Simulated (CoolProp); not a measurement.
Values from CoolProp's reference Helmholtz-energy equation of state, Gao 2020.

Problem. Give the vapour pressure (MPa), enthalpy of vaporisation (kJ/kg), liquid cp (kJ/(kg K)), vapour viscosity (µPa s) of saturated ammonia at -13.95, 16.05, 23.45 °C.

Solution. 
| T (°C) | p (MPa) | enthalpy of vaporisation (kJ/kg) | liquid cp (kJ/(kg K)) | vapour viscosity (µPa s) |
|---|---|---|---|---|
| -13.95 | 0.247 | 1310 | 4.54 | 8.63 |
| 16.05 | 0.754 | 1200 | 4.71 | 9.55 |
| 23.45 | 0.956 | 1170 | 4.77 | 9.79 |

Viscosity comes from a separate model (Fenghour 1995).
